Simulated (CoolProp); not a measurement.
Acetone along the isotherm 550 K: density (kg/m³) from the reference equation and from simpler models built on Tc = 508.1 K, pc = 4.692 MPa, ω = 0.307; each cubic takes its own stable root.

Model: reference Helmholtz-energy equation of state, Lemmon 2006, in CoolProp. It is a short technical equation, of lower accuracy than the large ones.

```csv
p (MPa),phase,reference
0.148,gas,1.898
0.218,gas,2.808
0.32,gas,4.149
0.469,gas,6.142
0.689,gas,9.159
1.01,gas,13.73
1.48,gas,20.83
2.18,gas,32.43
3.2,gas,52.18
4.69,gas,90.54
6.89,supercritical,199.4
10.1,supercritical,389.5
14.8,supercritical,462.5
21.8,supercritical,513.1
32,supercritical,556.4
46.9,supercritical,597.1
```

Problem. How far does each simpler model (ideal gas, van der Waals, Redlich-Kwong, Soave-Redlich-Kwong, Peng-Robinson) lie from the reference over these 16 states: mean and median of the absolute difference, and the worst?

Solution. 
- ideal gas: mean 22.2 %, median 12.2 %, worst -67.1 % at 550 K and 10.1 MPa
- van der Waals: mean 11.7 %, median 2.2 %, worst -35.9 % at 550 K and 46.9 MPa
- Redlich-Kwong: mean 6.7 %, median 1.0 %, worst -21.7 % at 550 K and 10.1 MPa
- Soave-Redlich-Kwong: mean 8.8 %, median 2.7 %, worst -27.2 % at 550 K and 10.1 MPa
- Peng-Robinson: mean 5.3 %, median 0.5 %, worst -20.9 % at 550 K and 10.1 MPa
